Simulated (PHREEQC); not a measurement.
Reverse-osmosis permeate: an equilibrium model

A made-up water analysis in mg/L, 11 °C, pH 6.99, pe 0.5: Na 3.06; K 0.239; Ca 3.03; Mg 1.61; Cl 4.1; S(6) as SO4 4.41; Alkalinity as HCO3 11.9; Fe(2) 0.006.

Na is adjusted to close the charge balance.
Valence states are taken as typed.

Model: ion-association model, wateq4f.dat, run in PHREEQC.

```
Quantity                   Value
--------------  ----------------
ionic strength  0.000586 mol/kgw
```

```csv
species,molality,activity,log γ
HCO3-,0.000195,0.000190,-0.012
Cl-,0.000116,0.000113,-0.012
Na+,0.000112,0.000110,-0.012
Ca+2,7.50e-5,6.74e-5,-0.046
Mg+2,6.57e-5,5.91e-5,-0.046
CO2,5.51e-5,5.51e-5,0.000
SO4-2,4.50e-5,4.05e-5,-0.046
K+,6.11e-6,5.95e-6,-0.012
CaSO4,4.74e-7,4.74e-7,0.000
```

This is a speciation only: nothing precipitates in the calculation. Constants without temperature data keep their 25 °C values here.
